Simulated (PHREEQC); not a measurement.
Consider water at 25 °C with 0.12 mol KH2PO4 and 0.0063 mol K2HPO4 per kg of water. Closed to the air; pH follows from the charge balance.

The numbers come from PHREEQC with the ion-association model, phreeqc.dat.

Each row changes one thing in this solution. No solid was allowed to form.

```
case                                              pH  ionic strength (mol/kgw)  H2PO4- (mol/kgw)  HPO4-2 (mol/kgw)  KHPO4- (mol/kgw)  PO4-3 (mol/kgw)
---------------------------------------------  -----  ------------------------  ----------------  ----------------  ----------------  ---------------
as made                                         5.54                     0.138             0.120           0.00585          0.000491          4.32e-9
KH2PO4 replaced by K3PO4 at the same molality  11.97                     0.703           9.45e-8            0.0193           0.00245            0.105
K2HPO4 left out                                 4.46                     0.120             0.119                 …           3.73e-5         2.66e-11
0.081 mol/kgw Na2SO4 added                      5.42                     0.336             0.120           0.00563          0.000310          5.34e-9
diluted 2-fold with water                       5.62                    0.0692            0.0600           0.00301          0.000160          1.90e-9
temperature from 25 to 65 °C                       …                     0.138             0.120           0.00592          0.000457          7.78e-9
K2HPO4 from 0.0063 to 0.0126 mol/kgw            5.82                     0.156             0.120            0.0116           0.00102          1.76e-8
K2HPO4 from 0.0063 to 0.00063 mol/kgw           4.71                     0.122             0.119          0.000843           6.78e-5         8.69e-11
```

Some entries are withheld; supply them.


- K2HPO4 left out, HPO4-2 (mol/kgw): 0.000466
- temperature from 25 to 65 °C, pH: 5.43

The ionic strength passes 0.7 mol/kgw, the rough limit of the ion-association models, in KH2PO4 replaced by K3PO4 at the same molality. Complexes and solids missing from the database can't appear. Away from 25 °C the constants follow the database's enthalpies or fits; those with neither stay at their 25 °C values.
